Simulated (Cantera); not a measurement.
Feed: 1 mol CHF3, equilibrated at 91.0 Pa.

Equilibrium computed with Cantera from the NASA thermochemical tables; the gas is ideal and each condensed phase is pure. Candidate condensed phases: C, C6H6, C7H8, C8H18; 95 gas species. Gases not in the tables: C2F6 and larger saturated fluorocarbons. Rates play no part.

x: gas mole fraction; n: condensed amount in mol.

| T (°C) | x F | x HF | x CF2 | x C3 | x CF | x H | x C | n C(graphite) |
|---|---|---|---|---|---|---|---|---|
| 1977 | 0.453 | 0.387 | 0.148 | 7.14e-6 | 0.00626 | 5.25e-5 | 4.00e-6 | [?] |
| 2027 | 0.498 | 0.374 | 0.117 | 1.84e-5 | 0.00831 | 9.17e-5 | 9.19e-6 | [?] |
| 2077 | 0.534 | 0.364 | 0.0901 | 4.54e-5 | 0.0107 | 0.000161 | 2.04e-5 | 0.721 |
| 2127 | 0.562 | 0.356 | 0.0678 | 0.000108 | 0.0133 | 0.000280 | 4.37e-5 | 0.770 |
| 2177 | 0.583 | 0.349 | 0.0503 | 0.000247 | 0.0163 | 0.000486 | 9.07e-5 | 0.807 |
| 2227 | 0.598 | 0.344 | 0.0369 | 0.000546 | 0.0195 | 0.000836 | 0.000183 | 0.831 |
| 2277 | 0.607 | 0.340 | 0.0270 | 0.00117 | 0.0230 | 0.00142 | 0.000359 | 0.841 |
| 2327 | 0.612 | 0.336 | 0.0198 | 0.00243 | 0.0268 | 0.00238 | 0.000686 | 0.837 |
| 2377 | 0.613 | 0.331 | 0.0144 | 0.00492 | 0.0309 | 0.00393 | 0.00128 | 0.813 |
| 2427 | 0.611 | 0.324 | 0.0105 | 0.00967 | 0.0352 | 0.00637 | 0.00233 | 0.760 |
| 2477 | 0.604 | 0.314 | 0.00765 | 0.0185 | 0.0395 | 0.0101 | 0.00415 | [?] |
| 2527 | 0.590 | 0.299 | 0.00550 | 0.0347 | 0.0437 | 0.0156 | 0.00724 | [?] |
| 2577 | 0.567 | 0.275 | 0.00384 | 0.0635 | 0.0472 | 0.0235 | 0.0124 | [?] |

**Question.** Fill in the missing entries.

**Answer.** 
- 1977, n C(graphite): 0.589
- 2027, n C(graphite): 0.659
- 2477, n C(graphite): 0.656
- 2527, n C(graphite): 0.462
- 2577, n C(graphite): 0.0945
